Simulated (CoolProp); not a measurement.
Vapour-liquid equilibrium of R152A (1) + n-pentane (2) at 0.171 MPa; x and y are mole fractions of (1).

Model: multi-fluid Helmholtz-energy mixture model, Outcalt 1996 and Thol 2019; pair parameters Bell 2016, in CoolProp.

**Question.** Give the bubble temperature and the first vapour's composition at x = 0.05, 0.2, 0.5. Is there an azeotrope?

**Answer.** x = 0.05: 301.2 K, y = 0.557; x = 0.2: 274.2 K, y = 0.863; x = 0.5: 266.1 K, y = 0.917. No azeotrope shows between x = 0.05 and 0.95.

The pair parameters rest on a limited set of measurements; away from them the model extrapolates. With so large a gap from Raoult's law the liquid may split in two, which this calculation doesn't test in full.
